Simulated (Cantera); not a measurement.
# SiCl4 + Cl2 + H2 (chlorosilane synthesis and conversion)

Feed: 1 mol SiCl4, 1.3 mol Cl2, 10 mol H2, held at 0.720 bar.

Method: chemical equilibrium by Gibbs-energy minimisation in Cantera with the NASA 1993 tables (ideal gas, pure condensed phases). Candidate condensed phases: Si; 19 gas species. The tables' values for SiCl3 are old estimates; treat these amounts as uncertain. Equilibrium is a limit: real reactors are often held back by kinetics, nucleation or transport.

```tsv
T (°C)	x H2	x HCl	x SiCl4	x SiCl2	x SiCl3	x SiHCl3
500	0.707	0.212	0.0811	1.59e-11	9.42e-8	0.000171
600	0.707	0.212	0.0807	3.39e-9	2.16e-6	0.000576
700	0.706	0.213	0.0798	2.32e-7	2.54e-5	0.00149
800	0.704	0.215	0.0780	6.90e-6	0.000183	0.00313
900	0.701	0.218	0.0746	0.000109	0.000907	0.00559
1000	0.694	0.225	0.0683	0.00100	0.00323	0.00843
1100	0.680	0.239	0.0565	0.00542	0.00814	0.0102
1200	0.657	0.264	0.0391	0.0169	0.0139	0.00913
1300	0.630	0.292	0.0217	0.0332	0.0165	0.00619
1400	0.608	0.315	0.00997	0.0480	0.0151	0.00346
```
x: gas mole fraction; nothing condenses.

From 500 °C to 1400 °C nothing is condensed. The main Si-bearing gas is SiCl4 at 500 °C and SiCl2 at 1400 °C.
